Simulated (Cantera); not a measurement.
## Thermodynamics of abatement and gas-phase synthesis, feed HCl + O2

Input: 1 mol HCl, 0.056 mol O2, at 0.158 Torr.

Method: chemical equilibrium by Gibbs-energy minimisation in Cantera with the NASA 1993 tables (ideal gas, pure condensed phases). Candidate condensed phases: H2O; 14 gas species. The numbers say what is thermodynamically allowed, not how fast it happens.

From 2250 K to 3450 K nothing is condensed.

```
T (K)   x Cl    x H     x HCl      x H2     x O     x H2O      x OH
-----  -----  -----  --------  --------  ------  --------  --------
2250   0.401  0.143     0.302    0.0784  0.0153    0.0441    0.0121
2350   0.437  0.232     0.191    0.0729  0.0274    0.0231    0.0127
2450   0.456  0.322     0.108    0.0538  0.0395   0.00853   0.00996
2550   0.465  0.389    0.0556    0.0327  0.0472   0.00233   0.00608
2650   0.470  0.430    0.0277    0.0177  0.0506  0.000547   0.00324
2750   0.472  0.451    0.0138   0.00914  0.0520  0.000126   0.00166
2850   0.473  0.462   0.00705   0.00474  0.0525   3.01e-5  0.000863
2950   0.473  0.467   0.00372   0.00252  0.0528   7.76e-6  0.000461
3050   0.473  0.470   0.00204   0.00138  0.0529   2.16e-6  0.000254
3150   0.473  0.472   0.00116  0.000779  0.0530   6.46e-7  0.000145
3250   0.473  0.472  0.000679  0.000455  0.0530   2.08e-7   8.55e-5
3350   0.473  0.473  0.000410  0.000274  0.0530   7.13e-8   5.20e-5
3450   0.473  0.473  0.000255  0.000170  0.0530   2.60e-8   3.25e-5
```
x: gas mole fraction; nothing condenses.
